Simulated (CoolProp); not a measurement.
R1123 along the isotherm 206.85 °C: Z from the reference equation and from simpler models built on Tc = 58.6 °C, pc = 4.549 MPa, ω = 0.243; each cubic takes its own stable root.

The numbers come from the reference Helmholtz-energy equation of state, Akasaka 2020 in CoolProp.

```csv
p (MPa),phase,reference
0.207,gas,0.9961
0.414,gas,0.9922
0.62,gas,0.9883
0.827,gas,0.9844
1.03,gas,0.9806
1.24,gas,0.9766
1.45,gas,0.9727
1.65,gas,0.9689
1.86,gas,0.9650
2.07,gas,0.9611
2.27,gas,0.9574
```

Question: How far does each simpler model (Pitzer virial, van der Waals, Soave-Redlich-Kwong) lie from the reference over these 11 states: mean and median of the absolute difference, and the worst?

Answer: 
- Pitzer virial: mean 0.0 %, median 0.0 %, worst -0.1 % at 206.85 °C and 2.27 MPa
- van der Waals: mean 0.9 %, median 0.9 %, worst -1.7 % at 206.85 °C and 2.27 MPa
- Soave-Redlich-Kwong: mean 0.2 %, median 0.2 %, worst +0.5 % at 206.85 °C and 2.27 MPa
